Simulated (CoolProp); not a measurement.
Methane at 290.79 K and 2.06 MPa is compressed adiabatically to 5.42 MPa with isentropic efficiency 0.6. Each further row changes one setting.

Values from CoolProp's reference Helmholtz-energy equation of state, Setzmann 1991.

```
case             work (kJ/kg)  final temperature (K)  final density (kg/m³)
---------------  ------------  ---------------------  ---------------------
as stated                 263                  405.2                   26.3
efficiency 1              158                  365.6                   29.7
efficiency 0.65           243                  397.7                   26.9
```
